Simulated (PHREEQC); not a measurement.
Synthetic water in mmol/kgw, 25 °C, pH 6.92, pe 11:

```
constituent           mmol/kgw
--------------------  --------
Na                     0.00606
K                      0.00382
Ca                      0.0204
Mg                    0.000988
Cl                      0.0273
S(6)                   0.00721
Alkalinity (meq/kgw)    0.0103
Cu(2)                 1.61e-05
```

Valence states are taken as typed.

All values are PHREEQC results (ion-association model, phreeqc.dat), not measurements.

No solid was allowed to form.

Problem. Estimate the charge-balance error.

Solution. charge-balance error 0.6 %.

Problem. In which forms is Cu present?

Solution. Cu(OH)2 56 %, Cu+2 40 %, CuOH+ 3.2 %, CuCO3 0.8 % of the Cu.

Species that the database lacks are ignored. The database's constant for dissolved Cu(OH)2 is higher than later reviews accept.
